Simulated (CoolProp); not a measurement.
C2F6 (R116) at 293.15 K and 0.167 MPa is throttled through a valve to 0.108 MPa with no heat exchange. Each further row changes one setting.

Computed with CoolProp (reference Helmholtz-energy equation of state, Lemmon 2006). It is a short technical equation, of lower accuracy than the large ones.

| case | temperature change (K) | final density (kg/m³) |
|---|---|---|
| as stated | -0.5 | 6.20 |
| outlet pressure 0.0324 MPa | -1.2 | 1.85 |
| outlet pressure 0.14 MPa | -0.2 | 8.06 |
